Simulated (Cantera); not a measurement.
Equilibrium for silicon oxide and oxynitride deposition: SiH₄ + H₂O + O₂

Charge: 1 mol SiH₄, a varied amount of H₂O, 0.067 mol O₂, equilibrated at 698.15 K and 0.100 bar.

These are equilibrium values from Cantera (NASA tables, ideal gas, pure condensed phases), not measurements of a reactor. Candidate condensed phases: H₂O, Si, SiO₂; 18 gas species. Equilibrium is a limit: real reactors are often held back by kinetics, nucleation or transport.

From 0.12 mol H₂O to 1.5 mol H₂O the condensed part is Si(s) + SiO₂(α-quartz). From 2.3 mol H₂O to 7.9 mol H₂O the condensed part is SiO₂(α-quartz).

| n(H₂O) (mol) | x H₂ | x H₂O | x SiH₄ | n Si(s) | n SiO₂(α-quartz) |
|---|---|---|---|---|---|
| 0.12 | 1.00 | <1e-12 | 1.19e-8 | 0.873 | 0.127 |
| 0.19 | 1.00 | <1e-12 | 1.19e-8 | 0.838 | 0.162 |
| 0.29 | 1.00 | <1e-12 | 1.19e-8 | 0.788 | 0.212 |
| 0.43 | 1.00 | <1e-12 | 1.19e-8 | 0.718 | 0.282 |
| 0.65 | 1.00 | <1e-12 | 1.19e-8 | 0.608 | 0.392 |
| 0.99 | 1.00 | <1e-12 | 1.19e-8 | 0.438 | 0.562 |
| 1.5 | 1.00 | <1e-12 | 1.19e-8 | 0.183 | 0.817 |
| 2.3 | 0.899 | 0.101 | <1e-12 | 0 | 1.00 |
| 3.4 | 0.716 | 0.284 | <1e-12 | 0 | 1.00 |
| 5.2 | 0.537 | 0.463 | <1e-12 | 0 | 1.00 |
| 7.9 | 0.391 | 0.609 | <1e-12 | 0 | 1.00 |
x: gas mole fraction; n: condensed amount in mol.
